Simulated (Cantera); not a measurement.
Input (Python, Cantera):

```python
import numpy as np
import cantera as ct

gas = ct.Solution("gri30.yaml")
gas.TPX = 450, 101325, {'CH4': 1, 'O2': 2.7, 'N2': 10.2}
inlet = ct.Reservoir(gas, clone=True)
gas.equilibrate("HP")  # start burning
reactor = ct.IdealGasConstPressureReactor(gas, energy="on", clone=False)
exhaust = ct.Reservoir(gas, clone=True)
tau = [0.025, 0.011, 0.0045, 0.0019, 0.0008, 0.00034, 0.00014, 6e-05, 2.5e-05, 1.1e-05, 4.5e-06][0]
for a, b in ((inlet, reactor), (reactor, exhaust)):
    ct.MassFlowController(a, b, mdot=lambda t: reactor.mass / tau)
net = ct.ReactorNet([reactor])
show = ['CH4', 'O2', 'HCO', 'H2O', 'CO', 'C2H']

rows = []
print(f"{'tau/s':>10s}{'T/K':>9s}" + "".join(f"{s:>11s}" for s in show))
for tau in [0.025, 0.011, 0.0045, 0.0019, 0.0008, 0.00034, 0.00014, 6e-05, 2.5e-05, 1.1e-05, 4.5e-06]:
    net.initial_time = 0.0
    net.advance(30 * tau)
    before = gas.X
    net.advance(40 * tau)
    drift = np.max(np.abs(gas.X - before) / (gas.X + 1e-9))
    rows.append([gas.T, *gas[show].X, drift])
    print(f"{tau:10.3e}{gas.T:9.1f}" + "".join(f"{x:11.3e}" for x in gas[show].X))
```

It prints:

```
     tau/s      T/K        CH4         O2        HCO        H2O         CO        C2H
 2.500e-02   1991.6  1.490e-05  5.044e-02  7.608e-08  1.412e-01  1.766e-03  5.372e-12
 1.100e-02   1975.8  2.570e-05  5.083e-02  1.774e-07  1.402e-01  2.780e-03  1.158e-11
 4.500e-03   1949.0  4.657e-05  5.159e-02  4.436e-07  1.386e-01  4.502e-03  2.429e-11
 1.900e-03   1911.1  8.487e-05  5.279e-02  1.061e-06  1.365e-01  6.931e-03  4.783e-11
 8.000e-04   1859.0  1.638e-04  5.470e-02  2.500e-06  1.337e-01  1.031e-02  9.739e-11
 3.400e-04   1791.6  3.464e-04  5.780e-02  5.762e-06  1.305e-01  1.509e-02  2.213e-10
 1.400e-04   1696.7  9.514e-04  6.428e-02  1.391e-05  1.267e-01  2.354e-02  6.882e-10
 6.000e-05    450.0  7.194e-02  1.942e-01  1.359e-34 -8.344e-16 -2.397e-16  1.752e-45
 2.500e-05    450.0  7.194e-02  1.942e-01 -1.995e-39 -3.962e-19 -1.138e-19  6.867e-53
 1.100e-05    450.0  7.194e-02  1.942e-01 -1.268e-40 -2.503e-20 -7.189e-21  4.250e-56
 4.500e-06    450.0  7.194e-02  1.942e-01 -8.010e-42 -1.581e-21 -4.541e-22  1.639e-58
```

Detailed kinetics in Cantera: GRI-Mech 3.0 (53 species, 325 reactions).
